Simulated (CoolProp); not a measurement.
Computed with CoolProp (reference Helmholtz-energy equation of state, Thol 2016).

**Question.** For hexamethyldisiloxane (MM), give the phase and the density (kg/m³), cp (kJ/(kg K)), cv (kJ/(kg K)), Joule-Thomson coefficient (K/MPa) at 368.6 K and 2010 kPa.

**Answer.** 
- 368.6 K and 2010 kPa: liquid; density 687, cp 2.09, cv 1.72, Joule-Thomson coefficient -0.267
